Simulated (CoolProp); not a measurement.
Octamethyltrisiloxane (MDM) along the isobar 19.6 bar: fugacity coefficient from the reference equation and from simpler models built on Tc = 565.4 K, pc = 14.38 bar, ω = 0.528; each cubic takes its own stable root.

Values from CoolProp's reference Helmholtz-energy equation of state, Thol 2017.

```csv
T (K),phase,reference
319.4,liquid,0.001130
332.7,liquid,0.002241
346,liquid,0.004146
359.4,liquid,0.007249
372.7,liquid,0.01196
386,liquid,0.01884
399.4,liquid,0.02853
412.7,liquid,0.04148
426,liquid,0.05832
439.4,liquid,0.07975
452.7,liquid,0.1059
466,liquid,0.1371
479.4,liquid,0.1740
492.7,liquid,0.2158
506,liquid,0.2628
519.4,liquid,0.3148
```

How far does each simpler model (Redlich-Kwong, Soave-Redlich-Kwong, Peng-Robinson) lie from the reference over these 16 states: mean and median of the absolute difference, and the worst?


- Redlich-Kwong: mean 214.5 %, median 128.2 %, worst +770.3 % at 319.4 K and 19.6 bar
- Soave-Redlich-Kwong: mean 2.6 %, median 2.3 %, worst +6.0 % at 319.4 K and 19.6 bar
- Peng-Robinson: mean 2.7 %, median 1.3 %, worst +12.0 % at 319.4 K and 19.6 bar
